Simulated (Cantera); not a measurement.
What does this Cantera script print?

```python
import numpy as np
import cantera as ct

gas_names = """
    Fe FeO N NO NO2 NO3 N2 N2O O O2 O3 S SN SO SO2 SO3 S2 S2O S8
""".split()
cond_names = """
    Fe(a) Fe(c) Fe(d) Fe(L) FeO(s) FeO(L) FeS(a) FeS(b) FeS(c) FeS(L) FeSO4(s) FeS2(s) Fe2O3(s)
    Fe2S3O12(s) Fe3O4(s) S(cr1) S(cr2) S(L)
""".split()


# ... load() reads the species with a 1 bar reference pressure and builds the phases ...
atoms = {
    'Fe2O3': {'Fe': 2, 'O': 3},
    'SO2': {'S': 1, 'O': 2},
    'N2': {'N': 2},
}
top_T = {'FeSO4(s)': 950, 'FeS2(s)': 1010, 'Fe2O3(s)': 1830, 'Fe2S3O12(s)': 1100, 'Fe3O4(s)': 1870}  # K; cautious upper limits of use, not melting points


# ... equilibrate(T, P, feed) seeds the gas with the atoms and calls Mixture.equilibrate('TP', solver="vcs", rtol=1e-11, max_steps=5000) ...
results = []
feed = {'Fe2O3': 1, 'SO2': 0.13, 'N2': 0.7}  # mol
T = 1575  # K
P = 41000  # Pa
mix = equilibrate(T, P, feed)
results.append((T, P, feed, dict(zip(mix.species_names, mix.species_moles))))
print(gas.report(threshold=1e-05))
for i in range(1, mix.n_phases):
    print(f"{mix.phase(i).name:16s} {mix.phase_moles(i):12.5e} mol")
```

Output:

```
       temperature   1575 K
          pressure   41000 Pa
           density   0.10502 kg/m^3
  mean mol. weight   33.542 kg/kmol
   phase of matter   gas

                          1 kg             1 kmol
                     ---------------   ---------------
          enthalpy             60224          2.02e+06  J
   internal energy       -3.3019e+05       -1.1075e+07  J
           entropy            8067.9        2.7061e+05  J/K
    Gibbs function       -1.2647e+07       -4.2419e+08  J
 heat capacity c_p            1143.6             38358  J/K
 heat capacity c_v            895.72             30044  J/K

                      mass frac. Y      mole frac. X     chem. pot. / RT
                     ---------------   ---------------   ---------------
                NO        0.00093235         0.0010422           -29.354
                N2           0.64952           0.77768           -27.306
                O2          0.073222          0.076754           -31.402
               SO2           0.27474           0.14386           -60.238
               SO3         0.0015818        0.00066271           -75.939
     [  +14 minor]        5.9491e-06        7.3199e-06

Fe(c)             0.00000e+00 mol
FeO(s)            0.00000e+00 mol
FeS(L)            0.00000e+00 mol
Fe2O3(s)          5.81131e-01 mol
Fe3O4(s)          2.79246e-01 mol
S(L)              0.00000e+00 mol
```

These are equilibrium values from Cantera (NASA tables, ideal gas, pure condensed phases), not measurements of a reactor. Mutual solubility and eutectic melting of coexisting phases are not modelled.
